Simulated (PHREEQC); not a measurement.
FeCl3 is added in steps, without added water, to 1 kg of water holding 0.035 mol/kgw H2SeO3, at 25 °C. No oxygen is let in. No CO2 enters from the air. Solids allowed: Fe(OH)3(a), Fe2(SeO3)3. Others were left out.

Base run: PHREEQC, ion-association model, wateq4f.dat. Each further column changes one thing. The table gives pH.

```csv
FeCl3 added (mol),base,H2SeO3 from 0.035 to 0.007 mol/kgw,no solid may form
0,2.15,2.57,2.15
0.011,1.65,2.03,2.05
0.022,1.56,1.96,1.98
0.0275,1.54,1.93,1.95
0.0385,1.52,1.89,1.91
0.0495,1.51,1.86,1.88
0.0605,1.50,1.84,1.85
0.0715,1.49,1.83,1.84
0.0825,1.49,1.81,1.82
0.088,1.48,1.81,1.82
0.099,1.48,1.80,1.81
0.11,1.48,1.80,1.81
```

 In at least one series the solution becomes supersaturated in solids that the run did not let form, among them Fe2(SeO3)3.
